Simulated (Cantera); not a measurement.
Standard-state values (1 bar) from the NASA 1993 polynomials, evaluated with Cantera. Values are per mole of reaction as written; species without (g) are pure solids or liquids, kept so even where they would boil at 1 bar.

Question: Between 898 and 1148 K, where is each reaction favourable under standard conditions?
- 2 K2SO4 ⇌ S2(g) + 4 K + 4 O2(g)

Answer: 
- 2 K2SO4 ⇌ S2(g) + 4 K + 4 O2(g): ΔG° is 2141 kJ at 898 K and 1916 kJ at 1148 K; it stays positive (K < 1). ΔH° is 2938 kJ and ΔS° 890 J/K at 1148 K.
